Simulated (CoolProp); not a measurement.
Carbonyl sulfide along the isotherm 293.85 °C: Z from the reference equation and from simpler models built on Tc = 105.6 °C, pc = 6369 kPa, ω = 0.098; each cubic takes its own stable root.

Values from CoolProp's reference Helmholtz-energy equation of state, Lemmon 2006. It is a short technical equation, of lower accuracy than the large ones.

```json
[
 {"p (kPa)": "158", "phase": "gas", "reference": "0.9978"},
 {"p (kPa)": "325", "phase": "gas", "reference": "0.9955"},
 {"p (kPa)": "667", "phase": "gas", "reference": "0.9907"},
 {"p (kPa)": "1370", "phase": "gas", "reference": "0.9810"},
 {"p (kPa)": "2810", "phase": "gas", "reference": "0.9614"},
 {"p (kPa)": "5770", "phase": "gas", "reference": "0.9223"},
 {"p (kPa)": "11900", "phase": "supercritical", "reference": "0.8512"},
 {"p (kPa)": "24300", "phase": "supercritical", "reference": "0.7952"},
 {"p (kPa)": "50000", "phase": "supercritical", "reference": "0.9836"}
]
```

How far does each simpler model (Redlich-Kwong, Soave-Redlich-Kwong, Peng-Robinson) lie from the reference over these 9 states: mean and median of the absolute difference, and the worst?


- Redlich-Kwong: mean 0.5 %, median 0.4 %, worst -1.2 % at 293.85 °C and 11900 kPa
- Soave-Redlich-Kwong: mean 1.8 %, median 0.3 %, worst +6.9 % at 293.85 °C and 24300 kPa
- Peng-Robinson: mean 0.8 %, median 0.7 %, worst -2.4 % at 293.85 °C and 50000 kPa
